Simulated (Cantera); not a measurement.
Adiabatic ignition

An adiabatic, constant-pressure homogeneous reactor starts with 7.59 % CH₄, 18.5 % O₂, 69.6 % N₂, 4.25 % H₂, at 1450 K and 5.00 bar.

Computed with Cantera and GRI-Mech 3.0 (53 species, 325 reactions).

```
t (s)     T (K)   x CH₄    x O₂      x NO       x H     x CO₂    x C₂H₆
--------  -----  ------  ------  --------  --------  --------  --------
3.00e-6    1450  0.0759   0.185    <1e-12   6.72e-8  1.13e-11  5.38e-10
6.83e-6    1450  0.0759   0.185    <1e-12   1.99e-7  2.35e-10   1.43e-8
1.55e-5    1450  0.0759   0.185    <1e-12   1.37e-6   1.76e-8   1.16e-6
3.54e-5    1458  0.0743   0.184  1.71e-11   1.66e-5   6.30e-6  0.000310
8.05e-5    1739  0.0412   0.148   6.34e-9  0.000311  0.000879   0.00131
0.000183   2832  <1e-12  0.0240   0.00229   0.00455    0.0501    <1e-12
0.000417   2826  <1e-12  0.0224   0.00634   0.00448    0.0499    <1e-12
0.000949   2820  <1e-12  0.0209    0.0100   0.00441    0.0498    <1e-12
0.00216    2819  <1e-12  0.0205    0.0110   0.00440    0.0498    <1e-12
0.00491    2819  <1e-12  0.0205    0.0110   0.00439    0.0498    <1e-12
0.0112     2819  <1e-12  0.0205    0.0110   0.00439    0.0498    <1e-12
0.0255     2819  <1e-12  0.0205    0.0110   0.00439    0.0498    <1e-12
0.0579     2819  <1e-12  0.0205    0.0110   0.00439    0.0498    <1e-12
0.132      2819  <1e-12  0.0205    0.0110   0.00439    0.0498    <1e-12
0.300      2819  <1e-12  0.0205    0.0110   0.00439    0.0498    <1e-12
```
x: mole fraction; the columns are a selection and need not sum to one.

- time of steepest temperature rise: 84.9 µs
- temperature at 0.300 s: 2819 K
- equilibrium temperature: 2819 K
- x(CH₄) at 0.300 s: <1e-12 (gas-phase equilibrium <1e-12)
- x(O₂) at 0.300 s: 0.0205 (gas-phase equilibrium 0.0205)
- x(NO) at 0.300 s: 0.0110 (gas-phase equilibrium 0.0110)
